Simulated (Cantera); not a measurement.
Source: NASA polynomial tables (part measured, part estimated), evaluated in Cantera. Values are per mole of reaction as written; species without (g) are pure solids or liquids, kept so even where they would boil at 1 bar.

Ta2O5 + N(g) → 2 TaO2(g) + NO(g), with ΔH° = 1262.8 kJ and ΔS° = 474.6 J/K at 300 K.

How far is the shortcut ΔG° ≈ ΔH°(300 K) − T·ΔS°(300 K) from the full temperature-dependent value at 1048, 1198, 1348, 1498, 1648, 1798, 1948, 2098, 2248 K?


```tsv
T (K)	shortcut (kJ)	full (kJ)	difference (kJ)	difference in log10 K	condensed phases
1048	765.5	791.1	-25.6	1.28	Ta2O5(s)
1198	694.3	729.6	-35.3	1.54	Ta2O5(s)
1348	623.1	669.3	-46.1	1.79	Ta2O5(s)
1498	551.9	609.9	-58.0	2.02	Ta2O5(s)
1648	480.8	551.5	-70.8	2.24	Ta2O5(s)
1798	409.6	494.0	-84.5	2.45	Ta2O5(s)
1948	338.4	437.4	-99.0	2.65	Ta2O5(s)
2098	267.2	383.8	-116.6	2.90	Ta2O5(l)
2248	196.0	337.7	-141.7	3.29	Ta2O5(l)
```
The shortcut ignores heat capacities and the phase changes listed.
